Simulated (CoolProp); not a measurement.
Dodecamethylcyclohexasiloxane (D6) at several states: Z from the reference equation and from simpler models built on Tc = 372.6 °C, pc = 961.4 kPa, ω = 0.736; each cubic takes its own stable root.

Values from CoolProp's reference Helmholtz-energy equation of state, Colonna 2008. It is a short technical equation, of lower accuracy than the large ones.

```
T (°C)  p (kPa)   phase  reference
------  -------  ------  ---------
207.25     24.7     gas     0.9718
317.05     2660  liquid     0.3829
197.55     16.7     gas     0.9798
307.75     91.4     gas     0.9417
```

Question: How far does each simpler model (van der Waals, Redlich-Kwong) lie from the reference over these 4 states: mean and median of the absolute difference, and the worst?

Answer: 
- van der Waals: mean 12.9 %, median 1.8 %, worst +47.2 % at 317.05 °C and 2660 kPa
- Redlich-Kwong: mean 3.7 %, median 1.1 %, worst +12.1 % at 317.05 °C and 2660 kPa
